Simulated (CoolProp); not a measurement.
Properties of toluene along the isotherm 408.3 K (Tc = 591.7 K, pc = 41.26 bar, ω = 0.266).

Computed with CoolProp (reference Helmholtz-energy equation of state, Lemmon 2006). It is a short technical equation, of lower accuracy than the large ones.

```json
[
 {"p (bar)": "0.326", "phase": "gas", "cp (kJ/(kg K))": "1.555", "fugacity coefficient": "0.9899"},
 {"p (bar)": "0.551", "phase": "gas", "cp (kJ/(kg K))": "1.562", "fugacity coefficient": "0.9830"},
 {"p (bar)": "0.929", "phase": "gas", "cp (kJ/(kg K))": "1.573", "fugacity coefficient": "0.9713"},
 {"p (bar)": "1.57", "phase": "gas", "cp (kJ/(kg K))": "1.594", "fugacity coefficient": "0.9516"},
 {"p (bar)": "2.65", "phase": "liquid", "cp (kJ/(kg K))": "2.098", "fugacity coefficient": "0.6897"},
 {"p (bar)": "4.47", "phase": "liquid", "cp (kJ/(kg K))": "2.097", "fugacity coefficient": "0.4116"},
 {"p (bar)": "7.54", "phase": "liquid", "cp (kJ/(kg K))": "2.096", "fugacity coefficient": "0.2467"},
 {"p (bar)": "12.7", "phase": "liquid", "cp (kJ/(kg K))": "2.094", "fugacity coefficient": "0.1492"},
 {"p (bar)": "21.5", "phase": "liquid", "cp (kJ/(kg K))": "2.090", "fugacity coefficient": "0.09097"},
 {"p (bar)": "36.2", "phase": "liquid", "cp (kJ/(kg K))": "2.085", "fugacity coefficient": "0.05695"},
 {"p (bar)": "61.1", "phase": "liquid", "cp (kJ/(kg K))": "2.076", "fugacity coefficient": "0.03687"},
 {"p (bar)": "103", "phase": "liquid", "cp (kJ/(kg K))": "2.064", "fugacity coefficient": "0.02537"}
]
```
